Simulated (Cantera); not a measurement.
A closed system holds: 1 mol trisilylamine, 13 mol NH3, equilibrated at 1.00 Torr.

Cantera equilibrium calculation (NASA polynomials, part measured and part estimated; ideal gas, pure solids and liquids). Candidate condensed phases: Si, Si3N4; 18 gas species. The feed counts by its element totals alone. The tables' values for SiN are old estimates; treat these amounts as uncertain. Gases not in the tables: Si2H6 and higher silanes. Kinetics and transport are ignored.

x: gas mole fraction; n: condensed amount in mol.

```tsv
T (°C)	x H2	x N2	x Si	x H	x SiH	x Si2	n Si(l)
1525	0.765	0.224	0.00231	0.00843	8.48e-5	1.39e-5	2.92
1575	0.759	0.223	0.00471	0.0127	0.000149	3.27e-5	2.84
1625	0.750	0.222	…	…	…	…	2.69
1675	0.736	0.219	…	…	…	…	…
1725	0.715	0.214	0.0319	0.0372	0.000671	0.000329	1.89
1775	0.684	0.207	0.0567	0.0507	0.00104	0.000658	0.960
1825	0.649	0.199	0.0811	0.0679	0.00130	0.000870	0
```

Question: Complete the blanks.

Answer: 
- 1675, x Si: 0.0174
- 1675, x H: 0.0266
- 1675, x SiH: 0.000420
- 1675, x Si2: 0.000159
- 1675, n Si(l): 2.40
- 1625, x Si: 0.00921
- 1625, x H: 0.0185
- 1625, x SiH: 0.000254
- 1625, x Si2: 7.36e-5
